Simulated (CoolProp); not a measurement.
Hydrogen chloride along the isotherm -7.35 °C: Z from the reference equation and from simpler models built on Tc = 51.5 °C, pc = 8314 kPa, ω = 0.130; each cubic takes its own stable root.

Computed with CoolProp (reference Helmholtz-energy equation of state, Thol 2018).

```tsv
p (kPa)	phase	reference
263	gas	0.9772
409	gas	0.9642
637	gas	0.9432
992	gas	0.9088
1550	gas	0.8494
2410	liquid	0.04153
3750	liquid	0.06423
5830	liquid	0.09900
9080	liquid	0.1523
14100	liquid	0.2327
22000	liquid	0.3553
34300	liquid	0.5392
53400	liquid	0.8125
83100	liquid	1.217
```

**Question.** How far does each simpler model (van der Waals, Redlich-Kwong, Soave-Redlich-Kwong, Peng-Robinson) lie from the reference over these 14 states: mean and median of the absolute difference, and the worst?

**Answer.** 
- van der Waals: mean 172.9 %, median 56.2 %, worst +1917.8 % at -7.35 °C and 2410 kPa
- Redlich-Kwong: mean 11.6 %, median 14.6 %, worst +20.6 % at -7.35 °C and 2410 kPa
- Soave-Redlich-Kwong: mean 10.3 %, median 13.6 %, worst +17.7 % at -7.35 °C and 2410 kPa
- Peng-Robinson: mean 1.8 %, median 1.6 %, worst +3.8 % at -7.35 °C and 2410 kPa

At some of these states van der Waals gives the other phase, because its saturation line lies elsewhere.
